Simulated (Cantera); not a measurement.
An isothermal plug-flow reactor at 500 K and 1.00 bar (inlet), inlet velocity 1.5 m/s, active area per volume 480 1/m; feed H₂ : O₂ : N₂ : H₂O = 0.01 : 0.14 : 0.79 : 0.008 (molar parts), equivalence ratio 0.036.

Cantera simulation using Deutschmann's 1995 Pt surface mechanism with GRI-Mech 3.0 gas chemistry; the numbers are that mechanism's predictions, not measurements. Catalytic surfaces can have several steady states; this one follows from the mechanism file's or the stated starting coverage. Mass transfer to the wall is taken as infinitely fast.

One state of this run: x H₂ = 0.00445; x O₂ = 0.145; x H₂O = 0.0146; θ free Pt = 0.0450; θ O* = 0.922; θ OH* = 0.0331. x: gas mole fraction; θ: surface coverage.

Q: Which value of z (m) does it belong to?
(A) 0.0015
(B) 0.00032
(C) 0.00012
(D) 0.0069

A: A, 0.0015
